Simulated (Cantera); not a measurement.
A perfectly stirred reactor is fed with CO : O₂ : H₂O : N₂ = 0.029 : 0.0075 : 0.00069 : 1 (molar parts), at 0.550 bar; it is held at 1425 K, and followed from long to short residence time.

Cantera simulation using GRI-Mech 3.0 (53 species, 325 reactions); the numbers are that mechanism's predictions, not measurements.

One state of this run: x CO = 0.0144; x O₂ = 0.000453; x H₂O = 0.000221; x CO₂ = 0.0137; x NO = 1.16e-5; x OH = 3.83e-5. x: mole fraction; the columns are a selection and need not sum to one.

Problem. Which value of τ (s) does it belong to?
A. 0.095
B. 2.5
C. 0.0036
D. 0.00071

Solution. A, 0.095
